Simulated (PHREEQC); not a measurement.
1 kg of water holding 0.24 mol/kgw NaCl and 0.59 mol/kgw Na2CO3 is evaporated at 25 °C; the solids stay in contact with the brine. CO2 is held at log p = -3.4 (atm). The run lets Halite, Nahcolite, Natron, Trona precipitate or redissolve, and no other solid.

The series has 17 steps of water left (kg), from 0.9987 to 0.02624.

All values are PHREEQC results (Pitzer model, pitzer.dat), not measurements.

### Question
Which solids form, in which order, and at which step of the series does each first stand?

### Answer
Trona from water left = 0.2041 kg (pH 10.10); Halite from water left = 0.03582 kg (pH 9.71).
